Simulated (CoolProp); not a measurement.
The numbers come from the reference Helmholtz-energy equation of state, Lemmon 2006 in CoolProp. It is a short technical equation, of lower accuracy than the large ones.

Problem. For C2F6 (R116), give the phase and the cp (kJ/(kg K)), isothermal compressibility (1/MPa) at 257.3 K and 3.17 bar; 257.3 K and 5.35 bar.

Solution. 
- 257.3 K and 3.17 bar: gas; cp 0.731, isothermal compressibility 3.35
- 257.3 K and 5.35 bar: gas; cp 0.757, isothermal compressibility 2.10
